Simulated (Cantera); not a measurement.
An adiabatic, constant-volume homogeneous reactor starts with C3H8 : O2 : N2 : H2O = 1 : 6.67 : 25.1 : 8 (molar parts), at 1025 K and 1.00 bar. Integrator tolerance rtol = 1e-08.

Detailed kinetics in Cantera: GRI-Mech 3.0 (53 species, 325 reactions). GRI-Mech 3.0 was tuned for natural gas; its chemistry of propane as a main component is partial and can be far from experiment.

**Question.** What does this change do: O2 6.67 to 5.3 parts?

**Answer.** 
```csv
quantity,before,after
time of steepest temperature rise,0.345 s,0.416 s
temperature at 1.00 s,2396 K,2404 K
equilibrium temperature,2396 K,2404 K
x(C3H8) at 1.00 s,<1e-12 (gas-phase equilibrium <1e-12),<1e-12 (gas-phase equilibrium <1e-12)
x(O2) at 1.00 s,0.0375 (gas-phase equilibrium 0.0375),0.0111 (gas-phase equilibrium 0.0111)
x(H2O) at 1.00 s,0.277 (gas-phase equilibrium 0.277),0.284 (gas-phase equilibrium 0.284)
x(CH2) at 1.00 s,<1e-12 (gas-phase equilibrium <1e-12),<1e-12 (gas-phase equilibrium <1e-12)
x(OH) at 1.00 s,0.00896 (gas-phase equilibrium 0.00896),0.00685 (gas-phase equilibrium 0.00685)
x(HCO) at 1.00 s,1.07e-9 (gas-phase equilibrium 1.07e-9),2.88e-9 (gas-phase equilibrium 2.88e-9)
```
